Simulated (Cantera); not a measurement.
Input: 1 mol SiHCl3, 85 mol N2, equilibrated at 1000 °C and 2.10 mbar.

Cantera equilibrium calculation (NASA polynomials, part measured and part estimated; ideal gas, pure solids and liquids). Candidate condensed phases: NH4Cl, Si, Si3N4; 28 gas species. N2 is the only nitrogen source here; it is nearly inert below about 1500 K, so the nitride shown seldom forms there in practice. The tables' values for SiCl3 are old estimates; treat these amounts as uncertain. The numbers say what is thermodynamically allowed, not how fast it happens.

Base state: N2 0.981, HCl 0.0110, SiCl4 0.00356, SiCl2 0.00284, SiCl3 0.00124, H2 0.000265 (mole fractions); condensed: Si3N4(s).

Question: What changes in the equilibrium state with this change: SiHCl3 replaced by SiH4?

Answer: 
```json
[
 {"species": "N2", "before": "0.981", "after": "0.977"},
 {"species": "H2", "before": "0.000265", "after": "0.0232"},
 {"species": "HCl", "before": "0.0110", "after": "0"},
 {"species": "SiCl4", "before": "0.00356", "after": "0"},
 {"species": "SiCl2", "before": "0.00284", "after": "0"},
 {"species": "SiCl3", "before": "0.00124", "after": "0"},
 {"species": "Si3N4(s), mol", "before": "0.113", "after": "0.333"}
]
```

Question: What changes in the equilibrium state with this change: temperature from 1000 °C to 1152 °C?

Answer: 
| species | before | after |
|---|---|---|
| N2 | 0.981 | 0.978 |
| SiCl2 | 0.00284 | 0.0105 |
| HCl | 0.0110 | 0.0102 |
| SiCl4 | 0.00356 | 0.000236 |
| Cl | 8.96e-6 | 4.86e-5 |
| H2 | 0.000265 | 0.000654 |
| Si3N4(s), mol | 0.113 | 0 |
